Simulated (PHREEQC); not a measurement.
A solution holds 17 mmol/kgw HF, 0.25 mmol/kgw Na2SO4 and 0.99 mmol/kgw NaCl, at 26 °C. Closed to the air; pH follows from the charge balance.

Model: ion-association model, wateq4f.dat, run in PHREEQC.

```
Property                    Value
----------------  ---------------
pH                           2.53
ionic strength    0.00485 mol/kgw
total alkalinity     -17.0 meq/kg
```

| species | molality | activity | log γ |
|---|---|---|---|
| HF | 0.0128 | 0.0128 | 0.000 |
| H+ | 0.00317 | 0.00296 | -0.030 |
| F- | 0.00306 | 0.00284 | -0.033 |
| Na+ | 0.00149 | 0.00138 | -0.032 |
| Cl- | 0.000990 | 0.000918 | -0.033 |
| H2F2 | 0.000413 | 0.000413 | 0.000 |
| SO4-2 | 0.000201 | 0.000150 | -0.128 |
| HF2- | 0.000152 | 0.000141 | -0.033 |
| HSO4- | 4.75e-5 | 4.41e-5 | -0.032 |
| NaF | 2.25e-6 | 2.25e-6 | 0.000 |
| NaSO4- | 1.12e-6 | 1.04e-6 | -0.032 |

This is a speciation only: nothing precipitates in the calculation.
